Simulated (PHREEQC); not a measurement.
## City or well water: speciation

A made-up water analysis in mg/L, 90 °C, pH 7.65, pe 1.1:

```csv
constituent,mg/L
Na,12.2
K,14.6
Ca,1.55
Mg,1.14
Cl,16.1
S(6) as SO4,8.55
Alkalinity as HCO3,24.4
Zn,0.0615
F,0.0339
```

Valence states are taken as typed.

Model: ion-association model, phreeqc.dat, run in PHREEQC.

Precipitation was switched off in this run.

Question: Predict the specific conductance, charge-balance error.

Answer: specific conductance 360 µS/cm; charge-balance error 2.1 %.

Question: In which forms is Zn present?

Answer: ZnOH+ 65 %, Zn+2 27 %, ZnCO3 5.2 %, ZnHCO3+ 1.1 %, ZnSO4 0.6 %, Zn(OH)2 0.6 % of the Zn.

Away from 25 °C the constants follow the database's enthalpies or fits; those with neither stay at their 25 °C values.
